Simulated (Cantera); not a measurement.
## Carbon deposition, reforming and gasification: C₂H₂ + H₂O

Input: 1 mol C₂H₂, 2.1 mol H₂O, equilibrated at 0.0900 Torr.

Cantera equilibrium calculation (NASA polynomials, part measured and part estimated; ideal gas, pure solids and liquids). Candidate condensed phases: C, C₆H₆, C₇H₈, C₈H₁₈, H₂O; 110 gas species. Rates play no part.

```json
[
 {"T (K)": "2248", "x H": "0.367", "x CO": "0.317", "x H₂": "0.300", "x O": "0.00161", "x H₂O": "0.0104"},
 {"T (K)": "2273", "x H": "0.401", "x CO": "0.310", "x H₂": "0.273", "x O": "0.00214", "x H₂O": "0.00935"},
 {"T (K)": "2298", "x H": "0.434", "x CO": "0.304", "x H₂": "0.247", "x O": "0.00280", "x H₂O": "0.00825"},
 {"T (K)": "2323", "x H": "0.467", "x CO": "0.297", "x H₂": "0.221", "x O": "0.00358", "x H₂O": "0.00708"},
 {"T (K)": "2348", "x H": "0.499", "x CO": "0.291", "x H₂": "0.196", "x O": "0.00446", "x H₂O": "0.00592"},
 {"T (K)": "2373", "x H": "0.529", "x CO": "0.284", "x H₂": "0.172", "x O": "0.00540", "x H₂O": "0.00479"},
 {"T (K)": "2398", "x H": "0.557", "x CO": "0.279", "x H₂": "0.150", "x O": "0.00636", "x H₂O": "0.00376"},
 {"T (K)": "2423", "x H": "0.583", "x CO": "0.273", "x H₂": "0.130", "x O": "0.00729", "x H₂O": "0.00286"},
 {"T (K)": "2448", "x H": "0.606", "x CO": "0.269", "x H₂": "0.111", "x O": "0.00814", "x H₂O": "0.00212"},
 {"T (K)": "2473", "x H": "0.627", "x CO": "0.265", "x H₂": "0.0950", "x O": "0.00888", "x H₂O": "0.00153"},
 {"T (K)": "2498", "x H": "0.646", "x CO": "0.261", "x H₂": "0.0805", "x O": "0.00951", "x H₂O": "0.00109"},
 {"T (K)": "2523", "x H": "0.661", "x CO": "0.258", "x H₂": "0.0680", "x O": "0.0100", "x H₂O": "0.000759"},
 {"T (K)": "2548", "x H": "0.675", "x CO": "0.255", "x H₂": "0.0572", "x O": "0.0104", "x H₂O": "0.000525"}
]
```
x: gas mole fraction; nothing condenses.

From 2248 K to 2548 K nothing is condensed. The main C-bearing gas is CO throughout.
